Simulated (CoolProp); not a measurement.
Vapour-liquid equilibrium of R13 (1) + propylene (2) at -85.65 °C; x and y are mole fractions of (1).

The numbers come from the multi-fluid Helmholtz-energy mixture model, Platzer 1990 and Lemmon 2013; pair parameters Bell 2016 in CoolProp. This equation is an older, rougher fit; its heat capacities, sound speeds and derivatives of the liquid may be far off and weren't checked against measurements.

| x | bubble pressure, mixture model (MPa) | bubble pressure, Raoult's law (MPa) | y, mixture model | y, Raoult's law |
|---|---|---|---|---|
| 0.05 | 0.02062 | 0.01537 | 0.445 | 0.261 |
| 0.15 | 0.03414 | 0.02221 | 0.692 | 0.542 |
| 0.25 | 0.04389 | 0.02905 | 0.780 | 0.691 |
| 0.35 | 0.05108 | 0.03588 | 0.826 | 0.783 |
| 0.45 | 0.05664 | 0.04272 | 0.856 | 0.846 |
| 0.55 | 0.06122 | 0.04955 | 0.880 | 0.891 |
| 0.65 | 0.06534 | 0.05639 | 0.901 | 0.926 |
| 0.75 | 0.06935 | 0.06323 | 0.923 | 0.953 |
| 0.85 | 0.07351 | 0.07006 | 0.948 | 0.974 |
| 0.95 | 0.07796 | 0.07690 | 0.980 | 0.992 |

The largest gap from Raoult's law is +53.7 % in bubble pressure, at x = 0.15. No azeotrope shows between x = 0.05 and 0.95.

The pair parameters rest on a limited set of measurements; away from them the model extrapolates. With so large a gap from Raoult's law the liquid may split in two, which this calculation doesn't test in full.
